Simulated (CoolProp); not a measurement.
Properties of R410A along the isotherm 322.3 K.

The numbers come from the reference Helmholtz-energy equation of state, Lemmon 2003 in CoolProp. It is a pseudo-pure fit of the blend.

```
p (MPa)   phase       Z  cp (kJ/(kg K))  cv (kJ/(kg K))  speed of sound (m/s)  viscosity (µPa s)
-------  ------  ------  --------------  --------------  --------------------  -----------------
7        liquid  0.1925             ___          0.9401                 386.3               99.4
10.5     liquid  0.2782           1.650          0.9274                   ___                109
14       liquid  0.3609             ___          0.9213                 484.4                118
17.5     liquid     ___           1.529          0.9180                 520.6                125
21       liquid  0.5199           1.494          0.9164                   ___                ___
24.5     liquid  0.5969           1.467          0.9157                 580.4                140
28       liquid  0.6726           1.445          0.9157                 606.1                146
31.5     liquid  0.7471           1.427          0.9161                 629.7                153
35       liquid  0.8207           1.412          0.9167                   ___                159
38.5     liquid     ___           1.399          0.9176                 672.3                166
42       liquid  0.9650           1.388          0.9187                 691.7                172
45.5     liquid   1.036           1.379          0.9199                 710.1                178
49       liquid   1.106           1.370          0.9211                 727.6                184
```

### Question
Fill in the missing entries.

### Answer

- 7, cp (kJ/(kg K)): 1.776
- 10.5, speed of sound (m/s): 441.4
- 14, cp (kJ/(kg K)): 1.578
- 17.5, Z: 0.4413
- 21, speed of sound (m/s): 552.2
- 21, viscosity (µPa s): 133
- 35, speed of sound (m/s): 651.7
- 38.5, Z: 0.8933

Viscosity comes from a separate model (Geller 2000).
